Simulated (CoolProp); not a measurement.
Properties of CH2F2 (R32) at several states (Tc = 78.1 °C, pc = 5.783 MPa, ω = 0.277).

Computed with CoolProp (reference Helmholtz-energy equation of state, Tillner-Roth 1997).

```csv
T (°C),p (MPa),phase,cp (kJ/(kg K)),cv (kJ/(kg K)),Joule-Thomson coefficient (K/MPa),isothermal compressibility (1/MPa),fugacity coefficient
99.35,0.0159,gas,0.9436,0.7831,12.39,62.95,0.9991
-118.35,0.103,liquid,1.571,1.024,-0.3340,0.0006385,0.005645
-121.25,0.153,liquid,1.574,1.030,-0.3350,0.0006180,0.002694
60.85,0.0596,gas,0.8879,0.7240,17.48,16.86,0.9952
88.85,3.12,gas,1.360,0.9002,12.70,0.4177,0.8204
-75.15,0.043,liquid,1.563,0.9589,-0.2988,0.001070,0.5930
```
